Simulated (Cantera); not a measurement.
Charge: 1 mol Si2H6, 4.8 mol CO2, equilibrated at 10.0 mbar.

Equilibrium computed with Cantera from the NASA thermochemical tables; the gas is ideal and each condensed phase is pure. Candidate condensed phases: C, C6H6, C7H8, C8H18, H2O, Si, SiC, SiO2; 123 gas species. The feed counts by its element totals alone. The tables hold silica as quartz up to 1696 K and as liquid above; real silica turns to tridymite and cristobalite and melts near 1996 K. Kinetics and transport are ignored. All values below are at 1427 °C.

Base state: CO 0.579, H2 0.317, H2O 0.0669, CO2 0.0357, H 0.000830, SiO 0.000131 (mole fractions); condensed: SiO2(condensed).

**Question.** What changes in the equilibrium state with this change: CO2 from 4.8 to 1.1 mol?

**Answer.** 
```
species                 before    after
--------------------  --------  -------
H2                       0.317    0.576
SiO                   0.000131    0.298
CO                       0.579    0.125
CO2                     0.0357  5.32e-7
H2O                     0.0669  8.38e-6
Si                       <1e-9  2.43e-5
H                     0.000830  0.00112
SiO2(condensed), mol      2.00        0
SiC(s), mol                  0    0.450
```
